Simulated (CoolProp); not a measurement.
Values from CoolProp's reference Helmholtz-energy equation of state, Lemmon 2006. It is a short technical equation, of lower accuracy than the large ones.

**Question.** For C3F8 (R218), give the phase and the Z, isothermal compressibility (1/MPa), expansivity (1/kK), conductivity (mW/(m K)) at 240.9 K and 285 kPa; 259 K and 285 kPa; 277.1 K and 285 kPa.

**Answer.** 
- 240.9 K and 285 kPa: liquid; Z 0.0168, isothermal compressibility 0.00326, expansivity 2.51, conductivity 60.9
- 259 K and 285 kPa: liquid; Z 0.0164, isothermal compressibility 0.00469, expansivity 2.89, conductivity 55.9
- 277.1 K and 285 kPa: gas; Z 0.916, isothermal compressibility 3.87, expansivity 4.99, conductivity 10.8

Thermal conductivity comes from a separate model (Huber 2003), an estimate that may be off by 10 % or more.
